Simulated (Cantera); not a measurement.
A diamond (100) surface in a fixed gas of H2 with x(CH4) = 0.023, x(H) = 0.0004, x(CH3) = 0.0014, at 1025 K; coverages are run to steady state.

Computed with Cantera and the Harris–Goodwin 1993 mechanism for the reconstructed diamond (100) surface.

θ: site fractions in the mechanism's names (c6HH fully hydrogenated, c6H* and c6*H radical sites, c6** diradical, c6HM methylated).

```tsv
P (Pa)	growth (µm/h)	θ c6HH	θ c6H*	θ c6*H	θ c6**	θ c6HM
580	0.405	0.479	0.0162	0.310	(withheld)	0.131
960	0.896	0.438	0.0147	0.281	(withheld)	0.183
1600	1.92	0.391	0.0130	0.249	(withheld)	0.242
2600	3.76	0.347	0.0115	0.220	(withheld)	0.296
4300	7.17	0.308	0.0101	0.193	(withheld)	0.345
7100	13.1	0.277	0.00898	0.172	(withheld)	0.384
12000	23.7	0.254	0.00816	0.156	0.00220	0.413
20000	41.1	0.239	0.00762	0.146	0.00205	0.431
```

Q: Complete the blanks.

A: 
- 580, θ c6**: 0.00438
- 960, θ c6**: 0.00397
- 1600, θ c6**: 0.00352
- 2600, θ c6**: 0.00310
- 4300, θ c6**: 0.00272
- 7100, θ c6**: 0.00242
